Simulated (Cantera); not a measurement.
A freely propagating, adiabatic, planar premixed flame of H2 : O2 : N2 : H2O = 1 : 0.227 : 0.864 : 0.0034 (molar parts), equivalence ratio 2.2, unburnt at 648 K and 3080 Torr; mixture-averaged transport, grid criteria slope 0.08 and curve 0.16, no radiation.

Cantera simulation using the H2/O2 subset of GRI-Mech 3.0, which has no nitrogen chemistry; the numbers are that mechanism's predictions, not measurements. The hydrogen kinetics of GRI-Mech 3.0 are dated; newer H2 mechanisms differ, most at raised pressure. Burning velocities carry a grid error of a few per cent, more on coarse grids.

### Question
Predict: laminar burning velocity; thermal thickness; peak x(O); peak x(H); peak x(H2O2); peak x(HO2).

### Answer
| Property | Result |
|---|---|
| laminar burning velocity | 1040 cm/s |
| thermal thickness | 0.0772 mm |
| peak x(O) | 0.00250 |
| peak x(H) | 0.0627 |
| peak x(H2O2) | 2.73e-5 |
| peak x(HO2) | 0.000655 |
